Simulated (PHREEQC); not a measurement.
0.93 g of hydrous ferric oxide (600 m²/g; 0.2 weak and 0.005 strong sites per Fe, Dzombak-Morel constants, diffuse double layer) in 1 kg of water with 0.1 mol/kgw of an inert sodium salt, at 25 °C; the pH is set by adding NaOH or the inert anion's acid. O2 is buffered at 0.21 atm. CO2 from the air is kept out. Nothing may precipitate in this run.

Model: ion-association model, wateq4f.dat, run in PHREEQC.

Q: Predict surface charge σ (C/m²), surface potential ψ (mV) at pH = 6.5, 7.

A: 
| pH | surface charge σ (C/m²) | surface potential ψ (mV) |
|---|---|---|
| 6.5 | 0.074 | 74 |
| 7 | 0.045 | 52 |

Species that the database lacks are ignored. The oxide is taken as insoluble; below pH 4 it would dissolve.
